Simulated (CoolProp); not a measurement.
Vapour-liquid equilibrium of hexamethyldisiloxane (MM) (1) + toluene (2) at 145.45 °C; x and y are mole fractions of (1).

Values from CoolProp's multi-fluid Helmholtz-energy mixture model, Thol 2016 and Lemmon 2006; pair parameters Bell 2016.

```tsv
x	bubble pressure, mixture model (kPa)	bubble pressure, Raoult's law (kPa)	y, mixture model	y, Raoult's law
0.05	254.1	251.5	0.071	0.063
0.125	262.9	256.7	0.169	0.154
0.2	271.1	261.9	0.258	0.242
0.275	278.7	267.0	0.341	0.327
0.35	285.6	272.2	0.417	0.408
0.425	291.9	277.4	0.489	0.486
0.5	297.5	282.6	0.557	0.561
0.575	302.4	287.8	0.623	0.634
0.65	306.7	292.9	0.687	0.704
0.725	310.3	298.1	0.751	0.771
0.8	313.2	303.3	0.816	0.836
0.875	315.4	308.5	0.882	0.899
0.95	316.7	313.7	0.952	0.960
```

The largest gap from Raoult's law is +5.3 % in bubble pressure, at x = 0.5. No azeotrope shows between x = 0.05 and 0.95.

Pair parameters are fitted to limited data, so mixtures are less certain than the pure fluids.
